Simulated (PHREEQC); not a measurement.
Solution A (140 mmol/kgw NaNO3) is mixed with solution B (0.028 mol/kgw CsOH, 0.0058 mol/kgw CO2 and 0.0045 mol/kgw K2CO3) at 25 °C; shares are by mass of water, 1 kg in all. Oxygen is held at 0.21 atm. The system is closed to CO2. Precipitation was switched off in this run.

The numbers come from PHREEQC with the ion-association model, wateq4f.dat.

Task: Predict pH, CO3-2 (mol/kgw), NaCO3- (mol/kgw) at share of solution B = 0.45, 0.55, 0.95.

Result: 
| share of solution B | pH | CO3-2 (mol/kgw) | NaCO3- (mol/kgw) |
|---|---|---|---|
| 0.45 | 11.76 | 0.00296 | 0.00162 |
| 0.55 | 11.85 | 0.00384 | 0.00176 |
| 0.95 | 12.10 | 0.00918 | 0.000517 |

Species that the database lacks are ignored.
